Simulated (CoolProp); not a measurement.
Saturation properties of CHF3 (R23) (Tc = 299.3 K, pc = 4832 kPa, ω = 0.263).

Computed with CoolProp (reference Helmholtz-energy equation of state, Penoncello 2003).

| T (K) | p (kPa) | vapour density (kg/m³) | surface tension (mN/m) | vapour viscosity (µPa s) |
|---|---|---|---|---|
| 151.7 | 5.103 | ? | 24.4 | 7.28 |
| 156.9 | 8.376 | 0.4536 | 23.4 | ? |
| 162.2 | 13.36 | 0.7020 | 22.4 | 7.87 |
| 167.5 | 20.59 | 1.052 | ? | 8.17 |
| 172.7 | 30.55 | ? | 20.4 | 8.46 |
| 178 | 44.42 | 2.156 | 19.4 | 8.75 |
| 183.2 | 62.59 | 2.970 | 18.4 | 9.04 |
| 188.5 | ? | 4.034 | 17.4 | ? |
| 193.8 | 117.9 | 5.377 | 16.3 | 9.62 |

Task: Some entries are withheld; supply them.

Result: 
- 151.7, vapour density (kg/m³): 0.2851
- 156.9, vapour viscosity (µPa s): 7.58
- 167.5, surface tension (mN/m): 21.4
- 172.7, vapour density (kg/m³): 1.520
- 188.5, p (kPa): 86.81
- 188.5, vapour viscosity (µPa s): 9.33

It boils at 191.1 K under 1 atm.

Viscosity comes from a separate model (Shan 2000). Surface tension comes from a separate correlation (Mulero 2012).
